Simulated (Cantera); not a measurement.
## NO annealing gas

An isothermal, constant-pressure homogeneous reactor starts with NO : N2 = 1 : 7.4 (molar parts), at 1775 K and 100000 Pa.

Model: GRI-Mech 3.0 (53 species, 325 reactions), integrated in Cantera.

| t (s) | x NO | x N2O | x N2 | x O | x NO2 | x O2 |
|---|---|---|---|---|---|---|
| 8.00e-6 | 0.119 | 2.09e-8 | 0.881 | 1.97e-8 | 1.22e-9 | 4.28e-12 |
| 2.87e-5 | 0.119 | 7.44e-8 | 0.881 | 6.14e-8 | 1.40e-8 | 5.02e-11 |
| 0.000103 | 0.119 | 2.62e-7 | 0.881 | 1.47e-7 | 1.27e-7 | 4.99e-10 |
| 0.000368 | 0.119 | 8.88e-7 | 0.881 | 2.76e-7 | 7.58e-7 | 4.32e-9 |
| 0.00132 | 0.119 | 2.62e-6 | 0.881 | 7.04e-7 | 3.51e-6 | 5.91e-8 |
| 0.00473 | 0.119 | 5.20e-6 | 0.881 | 2.24e-6 | 1.43e-5 | 1.78e-6 |
| 0.0169 | 0.119 | 5.93e-6 | 0.881 | 3.68e-6 | 2.49e-5 | 2.93e-5 |
| 0.0607 | 0.119 | 5.91e-6 | 0.881 | 3.85e-6 | 2.61e-5 | 0.000151 |
| 0.217 | 0.118 | 5.82e-6 | 0.882 | 4.34e-6 | 2.94e-5 | 0.000586 |
| 0.779 | 0.115 | 5.52e-6 | 0.883 | 5.74e-6 | 3.83e-5 | 0.00212 |
| 2.79 | 0.104 | 4.57e-6 | 0.888 | 8.94e-6 | 5.49e-5 | 0.00727 |
| 10.0 | 0.0764 | 2.48e-6 | 0.902 | 1.44e-5 | 6.52e-5 | 0.0212 |
x: mole fraction; the columns are a selection and need not sum to one.

Equilibrium at this temperature and pressure: NO 0.00221, N2O 1.39e-7, N2 0.939, O 2.33e-5, NO2 3.07e-6, O2 0.0584 (gas phase only).
